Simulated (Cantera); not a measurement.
A Cantera script and what it prints.

```python
import numpy as np
import cantera as ct

gas_names = [...]  # 113 gases of nasa_gas.yaml made of C, Cu, H, O
cond_names = """
    C(gr) C6H6(L) C7H8(L) C8H18(L),n-octa Cu(cr) Cu(L) CuO(s) CuO2H2(s) Cu2O(s) Cu2O(L) H2O(s) H2O(L)
""".split()


# ... load() reads the species with a 1 bar reference pressure and builds the phases ...
atoms = {
    'CuO': {'Cu': 1, 'O': 1},
    'CH4': {'C': 1, 'H': 4},
    'H2': {'H': 2},
}
top_T = {'C(gr)': 4500, 'CuO(s)': 1390}  # K; cautious upper limits of use, not melting points


# ... equilibrate(T, P, feed) seeds the gas with the atoms and calls Mixture.equilibrate('TP', solver="vcs", rtol=1e-11, max_steps=5000) ...
results = []
feed = {'CuO': 1, 'CH4': 4.4, 'H2': 0.2}  # mol
P = 100000  # Pa
for T in [2250, 2275, 2300, 2325, 2350, 2375, 2400, 2425, 2450, 2475, 2500, 2525]:
    mix = equilibrate(T, P, feed)
    results.append((T, P, feed, dict(zip(mix.species_names, mix.species_moles))))

top = {s: max(r[3][s] / sum(r[3][g] for g in gas_names) for r in results) for s in gas_names}
cols = sorted((s for s in top if top[s] > 0.001), key=lambda s: -top[s])[:5]
seen = [c for c in cond_names if any(r[3].get(c, 0) > 1e-12 for r in results)]
print("log10 of partial pressures in bar; condensed amounts in mol")
print(f"{'T/K':>10s}" + "".join(f"{s[:9]:>10s}" for s in cols + seen))
for T, P, feed, n in results:
    ng = sum(n[g] for g in gas_names)
    print(f"{T:10.4g}" + "".join(f"{np.log10(max(n[s] / ng * P / 1e5, 1e-99)):10.3f}" for s in cols)
          + "".join(f"{n.get(c, 0):10.4g}" for c in seen))
```

It prints:

```
log10 of partial pressures in bar; condensed amounts in mol
       T/K        H2        CO        Cu         H C2H2,acet     C(gr)     Cu(L)
      2250    -0.066    -1.016    -1.473    -2.162    -2.541     3.338    0.6442
      2275    -0.069    -1.020    -1.395    -2.106    -2.489      3.33    0.5704
      2300    -0.074    -1.024    -1.318    -2.051    -2.438     3.321    0.4826
      2325    -0.079    -1.028    -1.244    -1.998    -2.389     3.311    0.3784
      2350    -0.085    -1.033    -1.171    -1.946    -2.343     3.299    0.2548
      2375    -0.091    -1.039    -1.099    -1.896    -2.298     3.287     0.108
      2400    -0.097    -1.044    -1.054    -1.847    -2.253     3.274         0
      2425    -0.098    -1.044    -1.054    -1.796    -2.205     3.259         0
      2450    -0.099    -1.045    -1.053    -1.747    -2.159     3.243         0
      2475    -0.101    -1.045    -1.053    -1.698    -2.113     3.225         0
      2500    -0.103    -1.046    -1.053    -1.651    -2.068     3.206         0
      2525    -0.104    -1.047    -1.053    -1.604    -2.025     3.185         0
```

These are equilibrium values from Cantera (NASA tables, ideal gas, pure condensed phases), not measurements of a reactor.
